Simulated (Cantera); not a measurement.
## Transport properties of process gases

Gas mixture: 10.5 % C2H6, 26.0 % CH3OH, 28.8 % C2H2, 34.7 % N2, at 760 Torr, frozen composition.

Cantera's kinetic-theory transport with the Lennard-Jones parameters of GRI-Mech 3.0, ideal gas; thermal conductivity in the multicomponent form. Polar gases are described roughly by these parameters. The composition is frozen, though it would react at the higher temperatures.

```tsv
T (K)	ρ (kg/m³)	cp (J/kg/K)	μ (µPa s)	λ (mW/m/K)	Pr	D (cm²/s) NH3	D (cm²/s) CH3	D (cm²/s) C2H2
400	0.875	1562	15.7	32.8	0.746	0.304	0.314	0.234
650	0.538	1953	23.4	60.5	0.756	0.764	0.745	0.567
900	0.389	2237	30.0	88.5	0.759	1.38	1.31	1.00
1150	0.304	2459	35.9	116	0.761	2.13	1.98	1.53
1400	0.250	2620	41.2	142	0.762	3.00	2.76	2.13
1650	0.212	2739	46.1	166	0.762	3.98	3.63	2.82
1900	0.184	2828	50.7	188	0.762	5.06	4.60	3.57
2150	0.163	2894	55.0	209	0.762	6.24	5.65	4.39
2400	0.146	2945	59.2	229	0.762	7.51	6.78	5.27
```
D: mixture-averaged diffusion coefficient of that species in the mixture.
